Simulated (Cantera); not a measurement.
A Cantera script and what it prints.

```python
import numpy as np
import cantera as ct

gas_names = """
    H HO2 H2 H2O H2O2 H2S H2SO4 O OH O2 O3 S SH SO SO2 SO3 S2 S2O S8
""".split()
cond_names = """
    H2O(s) H2O(L) H2SO4(L) S(cr1) S(cr2) S(L)
""".split()


# ... load() reads the species with a 1 bar reference pressure and builds the phases ...
atoms = {
    'H2S': {'H': 2, 'S': 1},
    'O2': {'O': 2},
    'H2': {'H': 2},
}
top_T = {}  # K; cautious upper limits of use, not melting points


# ... equilibrate(T, P, feed) seeds the gas with the atoms and calls Mixture.equilibrate('TP', solver="vcs", rtol=1e-11, max_steps=5000) ...
results = []
feed = {'H2S': 1, 'O2': 0.025, 'H2': 2.3}  # mol
P = 1333.22  # Pa
for T in [1623, 1823, 2023, 2223, 2423, 2623, 2823, 3023, 3223, 3423]:
    mix = equilibrate(T, P, feed)
    results.append((T, P, feed, dict(zip(mix.species_names, mix.species_moles))))

top = {s: max(r[3][s] / sum(r[3][g] for g in gas_names) for r in results) for s in gas_names}
cols = sorted((s for s in top if top[s] > 0.0001), key=lambda s: -top[s])[:9]
seen = [c for c in cond_names if any(r[3].get(c, 0) > 1e-12 for r in results)]
print("log10 of partial pressures in bar; condensed amounts in mol")
print(f"{'T/K':>10s}" + "".join(f"{s[:9]:>10s}" for s in cols + seen))
for T, P, feed, n in results:
    ng = sum(n[g] for g in gas_names)
    print(f"{T:10.4g}" + "".join(f"{np.log10(max(n[s] / ng * P / 1e5, 1e-99)):10.3f}" for s in cols)
          + "".join(f"{n.get(c, 0):10.4g}" for c in seen))
```

Result:

```
log10 of partial pressures in bar; condensed amounts in mol
       T/K        H2         H         S        S2       H2S        SH       H2O         O        SO
      1623    -1.964    -5.142    -5.254    -2.873    -3.079    -4.013    -3.745   -11.564    -6.114
      1823    -1.958    -4.342    -4.468    -2.837    -3.376    -3.731    -3.761    -9.801    -5.442
      2023    -1.963    -3.703    -3.858    -2.851    -3.644    -3.531    -3.791    -8.392    -4.931
      2223    -1.984    -3.186    -3.385    -2.917    -3.909    -3.403    -3.857    -7.259    -4.562
      2423    -2.036    -2.769    -3.038    -3.069    -4.212    -3.363    -3.974    -6.340    -4.332
      2623    -2.139    -2.445    -2.823    -3.357    -4.607    -3.437    -4.150    -5.578    -4.232
      2823    -2.317    -2.211    -2.736    -3.800    -5.134    -3.645    -4.401    -4.934    -4.256
      3023    -2.587    -2.065    -2.729    -4.322    -5.776    -3.952    -4.815    -4.455    -4.425
      3223    -2.934    -1.992    -2.742    -4.819    -6.468    -4.296    -5.457    -4.204    -4.761
      3423    -3.309    -1.961    -2.752    -5.253    -7.145    -4.633    -6.220    -4.111    -5.185
```

These are equilibrium values from Cantera (NASA tables, ideal gas, pure condensed phases), not measurements of a reactor.
